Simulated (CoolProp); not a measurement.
A single-stage vapour-compression cycle with the fluid: evaporating at 201.15 K (dew point), condensing at 230.15 K (bubble point), superheat 10 K, subcooling 2 K, compressor efficiency 0.8, no pressure losses. The same conditions are run with several fluids, on thermodynamics alone (safety and materials aside).

The numbers come from the reference Helmholtz-energy equation of state of each fluid (ethane: Bücker 2006; propane: Lemmon 2009; nitrous oxide: Lemmon 2006; CH3F (R41): Lemmon 2006; R143a: Lemmon and Jacobsen 2000; C3F8 (R218): Lemmon 2006) in CoolProp.

```
fluid          cooling COP  pressure ratio  discharge temperature (K)  refrigerating effect (kJ/kg)  volumetric capacity (kJ/m³)
-------------  -----------  --------------  -------------------------  ----------------------------  ---------------------------
ethane                4.80            3.08                      272.0                           411                          ___
propane                ___            4.50                      270.2                           409                          225
nitrous oxide         4.67             ___                      296.6                           316                         2040
CH3F (R41)            4.70            3.61                      300.6                           433                         1250
R143a                 4.96            4.66                      267.2                           215                          278
C3F8 (R218)           4.95            5.16                      242.6                          98.3                          156
```

Question: What belongs in the gaps?

Answer: 
- ethane, volumetric capacity (kJ/m³): 1700
- propane, cooling COP: 4.99
- nitrous oxide, pressure ratio: 3.41
